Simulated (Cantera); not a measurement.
A freely propagating, adiabatic, planar premixed flame of H₂ : O₂ : N₂ = 1 : 0.278 : 1.22 (molar parts), equivalence ratio 1.8, unburnt at 325 K and 6.50 bar; multicomponent+Soret transport, grid criteria slope 0.08 and curve 0.16, no radiation.

Model: the H2/O2 subset of GRI-Mech 3.0, which has no nitrogen chemistry, integrated in Cantera. The hydrogen kinetics of GRI-Mech 3.0 are dated; newer H2 mechanisms differ, most at raised pressure. Burning velocities carry a grid error of a few per cent, more on coarse grids.

x: mole fraction of selected species; z is measured from the peak of heat release.

| z (mm) | T (K) | u (m/s) | x H₂ | x O₂ | x OH | x H | x H₂O₂ | x H₂O |
|---|---|---|---|---|---|---|---|---|
| -0.102 | 325 | 2.38 | 0.400 | 0.111 | <1e-8 | <1e-8 | <1e-8 | 3.50e-8 |
| -0.0677 | 325 | 2.38 | 0.400 | 0.111 | <1e-8 | <1e-8 | <1e-8 | 4.07e-7 |
| -0.0508 | 326 | 2.38 | 0.398 | 0.112 | <1e-8 | <1e-8 | 3.04e-8 | 3.69e-6 |
| -0.0338 | 330 | 2.37 | 0.387 | 0.114 | 1.78e-8 | <1e-8 | 8.76e-7 | 8.65e-5 |
| -0.0169 | (withheld) | 3.06 | 0.329 | 0.121 | 3.09e-5 | 7.05e-6 | 9.07e-5 | 0.00815 |
| -0.00846 | (withheld) | 5.33 | 0.296 | 0.106 | 0.000734 | 0.00141 | 0.000171 | 0.0447 |
| 0 | (withheld) | 7.93 | 0.259 | 0.0759 | 0.00124 | 0.00880 | 6.73e-5 | 0.105 |
| 0.00846 | (withheld) | 9.75 | 0.221 | 0.0436 | 0.00200 | 0.0191 | 8.87e-6 | 0.166 |
| 0.0169 | 1651 | 10.8 | 0.195 | 0.0212 | 0.00255 | 0.0259 | 2.63e-6 | 0.207 |
| 0.0338 | 1794 | 11.7 | 0.177 | 0.00425 | 0.00276 | 0.0279 | 1.09e-6 | 0.239 |
| 0.0677 | 1891 | 12.3 | 0.178 | 0.000377 | 0.00240 | 0.0214 | 4.43e-7 | 0.248 |
| 0.135 | 1962 | 12.7 | 0.182 | 6.53e-5 | 0.00171 | 0.0135 | 1.95e-7 | 0.250 |
| 0.271 | 2009 | 13.0 | 0.186 | 2.12e-5 | 0.00105 | 0.00767 | 7.90e-8 | 0.252 |

Question: Complete the blanks.

Answer: 
- -0.0169, T (K): 459
- -0.00846, T (K): 816
- 0, T (K): 1215
- 0.00846, T (K): 1491
